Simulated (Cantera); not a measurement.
**Hydrogen reduction and annealing atmospheres: V2O5 + H2**

A closed system holds: 1 mol V2O5, a varied amount of H2, held at 75.0 Torr.

Method: chemical equilibrium by Gibbs-energy minimisation in Cantera with the NASA 1993 tables (ideal gas, pure condensed phases). Candidate condensed phases: H2O, V, VO, V2O3, V2O4, V2O5; 12 gas species. Mutual solubility and eutectic melting of coexisting phases are not modelled. VO: taken at fixed stoichiometry. Condensed phases not in the tables: the oxides between V2O3 and V2O5 other than VO2. Equilibrium is a limit: real reactors are often held back by kinetics, nucleation or transport.

Question: Map the stable condensed phases over T = 1500, 1525, 1550, 1575, 1600, 1625, 1650, 1675, 1700, 1725, 1750, 1775 K and n(H2) in mol = 92, 130, 180, 220, 260, 300, 340, 390.

Answer: 
```
T in K \ n(H2) in mol
          92 130 180 220 260 300 340 390
   1775    A   A   B   B   C   C   C   C
   1750    A   A   B   B   C   C   C   C
   1725    A   A   A   B   B   C   C   C
   1700    A   A   A   B   B   B   C   C
   1675    A   A   A   A   B   B   B   C
   1650    A   A   A   A   B   B   B   C
   1625    A   A   A   A   A   B   B   B
   1600    A   A   A   A   A   A   B   B
   1575    A   A   A   A   A   A   A   B
   1550    A   A   A   A   A   A   A   A
   1525    A   A   A   A   A   A   A   A
   1500    A   A   A   A   A   A   A   A
```
A: V2O3; B: VO + V2O3; C: VO.
